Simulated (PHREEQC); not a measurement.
A solution holds 0.00035 mol H2S and 0.14 mol ZnCl2 per kg of water, at 40 °C. Closed to the air; pH follows from the charge balance.

Computed with PHREEQC (ion-association model, phreeqc.dat).

| quantity | before | after |
|---|---|---|
| pH | 3.57 | 5.12 |
| ionic strength (mol/kgw) | 0.346 | 7.63e-6 |
| H2S (mol/kgw) | 4.30e-6 | 0.000342 |
| HS- (mol/kgw) | 4.48e-9 | 7.62e-6 |

Problem. Which change was made?
A. H2S from 0.00035 to 0.00175 mol/kgw
B. H2S from 0.00035 to 3.5e-05 mol/kgw
C. ZnCl2 left out
D. diluted 10-fold with water
E. diluted 5-fold with water

Solution. C, ZnCl2 left out

No solid was allowed to form. Some of these states are supersaturated (in Sphalerite (slow to form), for instance). Away from 25 °C the constants follow the database's enthalpies or fits; those with neither stay at their 25 °C values.
